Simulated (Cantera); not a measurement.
A perfectly stirred reactor is fed with 2.49 % CO, 0.249 % O₂, 1.53 % H₂O, 95.7 % N₂, at 1.09 atm; it is held at 1450 K, and followed from long to short residence time.

Detailed kinetics in Cantera: GRI-Mech 3.0 (53 species, 325 reactions).

Q: Predict: x(CO) at τ = 29.0 s; x(O₂) at τ = 29.0 s; x(H₂O) at τ = 29.0 s; x(H₂) at τ = 29.0 s; x(CO) at τ = 0.200 s; x(O₂) at τ = 0.200 s; x(H₂O) at τ = 0.200 s; x(H₂) at τ = 0.200 s.

A: 
```
Quantity                Result
---------------------  -------
x(CO) at τ = 29.0 s     0.0144
x(O₂) at τ = 29.0 s    6.56e-7
x(H₂O) at τ = 29.0 s   0.00978
x(H₂) at τ = 29.0 s    0.00556
x(CO) at τ = 0.200 s    0.0146
x(O₂) at τ = 0.200 s   8.86e-6
x(H₂O) at τ = 0.200 s  0.00992
x(H₂) at τ = 0.200 s   0.00528
```
